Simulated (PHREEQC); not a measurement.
Solution (25 °C): 64 mmol/kgw KH2PO4, 12 mmol/kgw Na2HPO4 and 2.3 mmol/kgw NaCl. Closed to the air; pH follows from the charge balance.

All values are PHREEQC results (ion-association model, wateq4f.dat), not measurements.

Problem. The ionic strength comes out as 0.101 mol/kgw. What activity coefficients do H2PO4-, HPO4-2, Cl-, NaHPO4-, Na+ get?

Solution. H2PO4- 0.79, HPO4-2 0.37, Cl- 0.76, NaHPO4- 0.79, Na+ 0.78.

This is a speciation only: nothing precipitates in the calculation. H3PO4, which wateq4f.dat lacks, is added to it with the constant of phreeqc.dat.
